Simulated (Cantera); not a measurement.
## Equilibrium for silicon epitaxy and polysilicon growth: SiCl4 + Cl2 + N2

Input: 1 mol SiCl4, 0.078 mol Cl2, 11 mol N2, at 10.0 mbar.

Cantera equilibrium calculation (NASA polynomials, part measured and part estimated; ideal gas, pure solids and liquids). Candidate condensed phases: Si, Si3N4; 13 gas species. The tables' values for SiCl3 are old estimates; treat these amounts as uncertain. Kinetics and transport are ignored.

```json
[
 {"T (K)": "850", "log p N2": "-2.04", "log p SiCl4": "-3.08", "log p Cl": "-6.65", "log p SiCl3": "-12.65", "log p SiCl2": "<-14"},
 {"T (K)": "925", "log p N2": "-2.04", "log p SiCl4": "-3.08", "log p Cl": "-6.03", "log p SiCl3": "-11.30", "log p SiCl2": "<-14"},
 {"T (K)": "1000", "log p N2": "-2.04", "log p SiCl4": "-3.08", "log p Cl": "-5.51", "log p SiCl3": "-10.16", "log p SiCl2": "<-14"},
 {"T (K)": "1075", "log p N2": "-2.04", "log p SiCl4": "-3.08", "log p Cl": "-5.07", "log p SiCl3": "-9.17", "log p SiCl2": "<-14"},
 {"T (K)": "1150", "log p N2": "-2.04", "log p SiCl4": "-3.08", "log p Cl": "-4.69", "log p SiCl3": "-8.30", "log p SiCl2": "-12.47"},
 {"T (K)": "1225", "log p N2": "-2.04", "log p SiCl4": "-3.08", "log p Cl": "-4.39", "log p SiCl3": "-7.51", "log p SiCl2": "-11.03"},
 {"T (K)": "1300", "log p N2": "-2.04", "log p SiCl4": "-3.08", "log p Cl": "-4.17", "log p SiCl3": "-6.77", "log p SiCl2": "-9.68"},
 {"T (K)": "1375", "log p N2": "-2.04", "log p SiCl4": "-3.08", "log p Cl": "-4.02", "log p SiCl3": "-6.05", "log p SiCl2": "-8.36"},
 {"T (K)": "1450", "log p N2": "-2.04", "log p SiCl4": "-3.09", "log p Cl": "-3.93", "log p SiCl3": "-5.37", "log p SiCl2": "-7.09"},
 {"T (K)": "1525", "log p N2": "-2.04", "log p SiCl4": "-3.10", "log p Cl": "-3.86", "log p SiCl3": "-4.76", "log p SiCl2": "-5.96"},
 {"T (K)": "1600", "log p N2": "-2.05", "log p SiCl4": "-3.12", "log p Cl": "-3.72", "log p SiCl3": "-4.29", "log p SiCl2": "-5.07"},
 {"T (K)": "1675", "log p N2": "-2.05", "log p SiCl4": "-3.18", "log p Cl": "-3.53", "log p SiCl3": "-3.97", "log p SiCl2": "-4.45"},
 {"T (K)": "1750", "log p N2": "-2.06", "log p SiCl4": "-3.28", "log p Cl": "-3.31", "log p SiCl3": "-3.77", "log p SiCl2": "-4.00"}
]
```
log p: log10 of the partial pressure in bar; nothing condenses.

From 850 K to 1750 K nothing is condensed. The main Si-bearing gas is SiCl4 throughout.
